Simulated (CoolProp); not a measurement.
Decamethylcyclopentasiloxane (D5) at several states: Z from the reference equation and from simpler models built on Tc = 618.3 K, pc = 1.078 MPa, ω = 0.631; each cubic takes its own stable root.

Values from CoolProp's reference Helmholtz-energy equation of state, Thol 2019.

| T (K) | p (MPa) | phase | reference |
|---|---|---|---|
| 452.8 | 0.232 | liquid | 0.02915 |
| 255.5 | 0.777 | liquid | 0.1355 |
| 513.7 | 1.72 | liquid | 0.2088 |

Task: How far does each simpler model (van der Waals, Redlich-Kwong, Soave-Redlich-Kwong, Peng-Robinson) lie from the reference over these 3 states: mean and median of the absolute difference, and the worst?

Result: 
- van der Waals: mean 985.0 %, median 86.5 %, worst +2799.1 % at 452.8 K and 0.232 MPa
- Redlich-Kwong: mean 25.1 %, median 25.7 %, worst +26.0 % at 452.8 K and 0.232 MPa
- Soave-Redlich-Kwong: mean 16.3 %, median 14.2 %, worst +20.8 % at 255.5 K and 0.777 MPa
- Peng-Robinson: mean 3.3 %, median 1.1 %, worst +7.9 % at 255.5 K and 0.777 MPa

At some of these states van der Waals gives the other phase, because its saturation line lies elsewhere.
